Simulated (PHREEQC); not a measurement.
Make-up at 90 °C: 0.27 mol/kgw CuCl2, 0.0048 mol/kgw H2SO4 and 0.25 mol/kgw Na2SO4. Closed to the air; pH follows from the charge balance.

Model: ion-association model, wateq4f.dat, run in PHREEQC.

Problem. The ionic strength comes out as 0.916 mol/kgw. What activity coefficients do Cu+2, H+, SO4-2, Na+, CuCl+ get?

Solution. Cu+2 0.17, H+ 0.72, SO4-2 0.13, Na+ 0.67, CuCl+ 0.57.

Precipitation was switched off in this run. The solution is supersaturated, for example in Atacamite, so a real one may precipitate; this is no full list. Ionic strength above about 0.7 mol/kgw puts this run outside the model's range. Away from 25 °C the constants follow the database's enthalpies or fits; those with neither stay at their 25 °C values.
